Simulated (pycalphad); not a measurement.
An equivalent pycalphad script:

```python
from pycalphad import Database, equilibrium, calculate, variables as v
import numpy as np
db = Database('COST507.tdb')
comps = ['AL', 'SI', 'MN', 'VA']
phases = ['AL11MN4', 'AL12MN', 'AL4MN', 'AL6MN', 'AL8MN5_D810', 'ALMNSI_ALPHA', 'ALMNSI_BETA', 'ALMNSI_DELTA', 'BCC_A2', 'CBCC_A12', 'CUB_A13', 'DIAMOND_A4', 'FCC_A1', 'HCP_A3', 'LIQUID', 'MN11SI19', 'MN3SI', 'MN5SI3', 'MN6SI', 'MN9SI2', 'MNSI']
eq = equilibrium(db, comps, phases, {v.X('SI'): 0.1096, v.X('MN'): 0.0123, v.T: np.arange(1850, 499, -40), v.P: 101325, v.N: 1}, output=['HM', 'SM'])
```

CALPHAD calculation (pycalphad, COST 507 light-alloy database (1999)), 1 atm. These are 1990s assessments: newer ones move some temperatures and phases. Phase fractions are per mole of atoms.

Results at three of the temperatures:

```
T = 1770.00 K, P = 101325 Pa, N = 1 mol of atoms
G = -111358 J/mol, H = 57011 J/mol, S = 95.12 J/(mol K)  (SER reference)
chemical potentials (J/mol): Al -108926, Si -119980, Mn -208162
phase             fraction      x(Al)      x(Si)      x(Mn)
LIQUID              1.0000     0.8781     0.1096     0.0123
```

```
T = 1650.00 K, P = 101325 Pa, N = 1 mol of atoms
G = -100074 J/mol, H = 53236 J/mol, S = 92.92 J/(mol K)  (SER reference)
chemical potentials (J/mol): Al -97923, Si -106688, Mn -194694
phase             fraction      x(Al)      x(Si)      x(Mn)
LIQUID              1.0000     0.8781     0.1096     0.0123
```

```
T = 890.00 K, P = 101325 Pa, N = 1 mol of atoms
G = -36122 J/mol, H = 28195 J/mol, S = 72.27 J/(mol K)  (SER reference)
chemical potentials (J/mol): Al -35757, Si -28507, Mn -129994
phase             fraction      x(Al)      x(Si)      x(Mn)
LIQUID              0.9495     0.8875     0.1088     0.0037
ALMNSI_ALPHA        0.0505     0.7007     0.1254     0.1739
```

Changes of the phase set, refined by bisection:

| T (K) | phases above | phases below |
|---|---|---|
| 954.7 | LIQUID | ALMNSI_ALPHA + LIQUID |
| 859.6 | ALMNSI_ALPHA + LIQUID | ALMNSI_ALPHA + FCC_A1 + LIQUID |
| 849.5 | ALMNSI_ALPHA + FCC_A1 + LIQUID | ALMNSI_ALPHA + DIAMOND_A4 + FCC_A1 |

Database names, with the compositions (at.%) that they take in these runs: ALMNSI_ALPHA: Al 70 Mn 17 Si 12. FCC_A1 is fcc; DIAMOND_A4 is diamond (Si).
